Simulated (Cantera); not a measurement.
Mixture: CH₄ : O₂ : N₂ = 1 : 4.55 : 17.1 (molar parts), equivalence ratio 0.44, at 23300 Torr, adiabatic and at constant volume. Ignition delay is the time to a rise of 400 K.

Computed with Cantera and GRI-Mech 3.0 (53 species, 325 reactions). The pressure lies above the range GRI-Mech 3.0 was tuned for (to about 10 atm).

Problem. What does this change do: O2 4.55 to 2.2 parts?

Solution. 
| quantity | before | after |
|---|---|---|
| delay at 1200 K | 1.09 ms | 2.37 ms |
| delay at 1400 K | 0.124 ms | 0.300 ms |
| delay at 1600 K | 22.8 µs | 51.8 µs |
| delay at 1800 K | 5.71 µs | 10.9 µs |
| apparent activation energy between 1700 and 1900 K | 170 kJ/mol | 190 kJ/mol |

Problem. What does this change do: pressure from 23300 Torr to 760 Torr?

Solution. 
```tsv
quantity	before	after
delay at 1200 K	1.09 ms	28.7 ms
delay at 1400 K	0.124 ms	2.31 ms
delay at 1600 K	22.8 µs	0.379 ms
delay at 1800 K	5.71 µs	0.103 ms
apparent activation energy between 1700 and 1900 K	170 kJ/mol	150 kJ/mol
```

Problem. What does this change do: 1.1 parts CO2 added?

Solution. 
| quantity | before | after |
|---|---|---|
| delay at 1200 K | 1.09 ms | 1.15 ms |
| delay at 1400 K | 0.124 ms | 0.132 ms |
| delay at 1600 K | 22.8 µs | 24.4 µs |
| delay at 1800 K | 5.71 µs | 6.09 µs |
| apparent activation energy between 1700 and 1900 K | 170 kJ/mol | 170 kJ/mol |
